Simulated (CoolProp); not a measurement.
Vapour-liquid equilibrium of nitrogen (1) + oxygen (2) at 108.5 K; x and y are mole fractions of (1).

Model: multi-fluid Helmholtz-energy mixture model, Span 2000 and Schmidt 1985; pair parameters Gernert 2013, in CoolProp.

| x | bubble pressure (MPa) | y at the bubble point | dew pressure at overall composition x (MPa) | liquid density (mol/L) |
|---|---|---|---|---|
| 0.05 | 0.5372 | 0.124 | 0.5076 | ___ |
| 0.125 | 0.6056 | 0.270 | 0.5375 | 31.33 |
| 0.2 | 0.6708 | 0.385 | 0.5708 | 30.56 |
| 0.275 | ___ | 0.478 | 0.6080 | 29.80 |
| 0.35 | 0.7953 | 0.558 | 0.6498 | 29.05 |
| 0.425 | 0.8559 | 0.627 | 0.6968 | 28.30 |
| 0.5 | 0.9162 | 0.688 | 0.7498 | 27.56 |
| 0.575 | 0.9767 | 0.744 | ___ | 26.82 |
| 0.65 | 1.038 | 0.795 | 0.8781 | 26.08 |
| 0.725 | 1.100 | 0.843 | 0.9555 | 25.35 |
| 0.8 | 1.163 | 0.889 | 1.044 | 24.61 |
| 0.875 | 1.229 | 0.932 | 1.144 | 23.86 |
| 0.95 | 1.296 | 0.973 | 1.258 | 23.10 |

Question: Complete the blanks.

Answer: 
- 0.05, liquid density (mol/L): 32.11
- 0.275, bubble pressure (MPa): 0.7338
- 0.575, dew pressure at overall composition x (MPa): 0.8099

No azeotrope shows between x = 0.05 and 0.95.

The pair parameters rest on a limited set of measurements; away from them the model extrapolates. The gap from Raoult's law changes sign with composition, which may be real or a fault of the pair parameters; it wasn't checked against measurements.
